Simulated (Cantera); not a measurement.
## Transport properties of process gases

Gas mixture: 18.7 % C2H6, 18.0 % C3H8, 63.3 % H2, at 100000 Pa, frozen composition.

Cantera's kinetic-theory transport with the Lennard-Jones parameters of GRI-Mech 3.0, ideal gas; thermal conductivity in the multicomponent form. The composition is frozen, though it would react at the higher temperatures.

| T (K) | ρ (kg/m³) | cp (J/kg/K) | μ (µPa s) | λ (mW/m/K) | Pr | D (cm²/s) NO | D (cm²/s) N2 | D (cm²/s) OH |
|---|---|---|---|---|---|---|---|---|
| 400 | 0.446 | 3212 | 12.7 | 102 | 0.399 | 0.459 | 0.466 | 0.687 |
| 600 | 0.297 | 3936 | 17.6 | 150 | 0.462 | 0.930 | 0.945 | 1.39 |
| 800 | 0.223 | 4504 | 21.9 | 198 | 0.497 | 1.52 | 1.54 | 2.26 |
| 1000 | 0.178 | 4952 | 25.7 | 246 | 0.518 | 2.22 | 2.25 | 3.29 |
| 1200 | 0.149 | 5292 | 29.2 | 293 | 0.528 | 3.01 | 3.06 | 4.46 |
| 1400 | 0.127 | 5574 | 32.4 | 339 | 0.534 | 3.89 | 3.95 | 5.77 |
| 1600 | 0.111 | 5807 | 35.5 | 384 | 0.537 | 4.86 | 4.94 | 7.20 |
D: mixture-averaged diffusion coefficient of that species in the mixture.
